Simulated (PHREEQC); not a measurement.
A solution holds 0.11 mol/kgw NaHS and 0.00042 mol/kgw NaCl, at 25 °C. Closed to the air; pH follows from the charge balance.

Computed with PHREEQC (ion-association model, wateq4f.dat).

```json
{
  "pH": "9.62",
  "ionic_strength": "0.111 mol/kgw",
  "total_alkalinity": "110 meq/kg"
}
```

```json
[
 {"species": "Na+", "molality": "0.110", "activity": "0.0858", "log γ": "-0.110"},
 {"species": "HS-", "molality": "0.110", "activity": "0.0827", "log γ": "-0.123"},
 {"species": "Cl-", "molality": "0.000420", "activity": "0.000318", "log γ": "-0.121"},
 {"species": "H2S", "molality": "0.000169", "activity": "0.000174", "log γ": "0.011"},
 {"species": "S-2", "molality": "0.000114", "activity": "4.16e-5", "log γ": "-0.439"},
 {"species": "OH-", "molality": "5.51e-5", "activity": "4.15e-5", "log γ": "-0.123"}
]
```

Precipitation was switched off in this run. Complexes and solids missing from the database can't appear. The polysulfide entries of wateq4f.dat were taken out for this run.
